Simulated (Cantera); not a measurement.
Input: 1 mol c-C4F8, 0.011 mol HCl, 0.75 mol H2, held at 3048.15 K.

Points: P (Pa) = 1, 5.2, 27, 140, 720, 3700, 19000, 100000.

Cantera's Mixture.equilibrate('TP', solver="vcs", rtol=1e-11, max_steps=5000) on the NASA tables stopped like this:

```
ERROR: FAILURE its = 5001!

*******************************************************************************
CanteraError thrown by MultiPhase::equilibrate:
VCS solver failed. Return code: -1
*******************************************************************************
```

Problem. What got this run through?

Solution. One answer among several that fit: The failure is numerical, not chemical. The same input converged with solver="gibbs", rtol=1e-10, max_steps=50000, and the result passed a check of the equilibrium conditions:
```
log10 of partial pressures in bar; condensed amounts in mol
      P/Pa         F       CF2         C        HF         H        C3        CF     C(gr)
         1    -5.225   -11.226    -5.555    -7.533    -5.956    -7.655    -7.575         0
       5.2    -4.492    -9.177    -4.973    -6.100    -5.256    -5.908    -6.260         0
        27    -3.757    -7.319    -4.585    -4.785    -4.676    -4.742    -5.136         0
       140    -3.046    -5.609    -4.296    -3.761    -4.362    -3.876    -4.137         0
       720    -2.337    -3.995    -4.099    -2.927    -4.238    -3.287    -3.231    0.9701
      3700    -1.632    -2.583    -4.099    -2.139    -4.155    -3.287    -2.526     2.475
   1.9e+04    -1.035    -1.390    -4.099    -1.361    -3.974    -3.287    -1.929     2.097
     1e+05    -0.551    -0.422    -4.099    -0.564    -3.661    -3.287    -1.445     1.541
```

The gas is ideal and each condensed phase is pure. The feed counts by its element totals alone. The tables' values for C2F4 are old estimates; treat these amounts as uncertain. Gases not in the tables: C2F6 and larger saturated fluorocarbons.
